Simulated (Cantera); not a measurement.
A perfectly stirred reactor is fed with N2O : H2O = 1 : 0.06 (molar parts), at 0.400 bar; it is held at 1450 K, and followed from long to short residence time.

Model: GRI-Mech 3.0 (53 species, 325 reactions), integrated in Cantera. GRI-Mech 3.0 was tuned for natural gas; its chemistry of N2O as a main component is partial and can be far from experiment. The temperature is held fixed by assumption; the heat of reaction is taken as removed at once.

### Question
What does this change do: temperature 1450 to 1098 K?

### Answer
```
quantity                 before     after
---------------------  --------  --------
x(N2O) at τ = 1.80 s     0.0323     0.860
x(H2O) at τ = 1.80 s     0.0390    0.0550
x(NO) at τ = 1.80 s      0.0675   0.00259
x(N2) at τ = 1.80 s       0.585    0.0553
x(NO2) at τ = 1.80 s   0.000266  0.000465
x(N2O) at τ = 18.0 ms     0.676     0.942
x(H2O) at τ = 18.0 ms    0.0514    0.0566
x(NO) at τ = 18.0 ms     0.0320   2.98e-5
x(N2) at τ = 18.0 ms      0.165  0.000617
x(NO2) at τ = 18.0 ms  0.000815   1.04e-5
```
The mechanism lacks the step 2 NO + O2 → 2 NO2, which can matter for NO2 below about 1400 K.
